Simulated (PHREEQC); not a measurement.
Solution A (0.015 mol/kgw H2SO4 and 8.5e-05 mol/kgw H3PO4) is mixed with solution B (0.0032 mol KOH and 8.3e-05 mol KNO3 per kg of water) at 20 °C; shares are by mass of water, 1 kg in all. Oxygen alone is held at its pressure in air (log pO2 = -0.68). No CO2 enters from the air. No solid was allowed to form.

The series has 11 steps of share of solution B, from 0 to 1.

All values are PHREEQC results (ion-association model, phreeqc.dat), not measurements.

Between which two steps does the pH jump most, and from what to what?

Between share of solution B = 0.9 and 1: from 3.96 to 11.64.

Complexes and solids missing from the database can't appear.
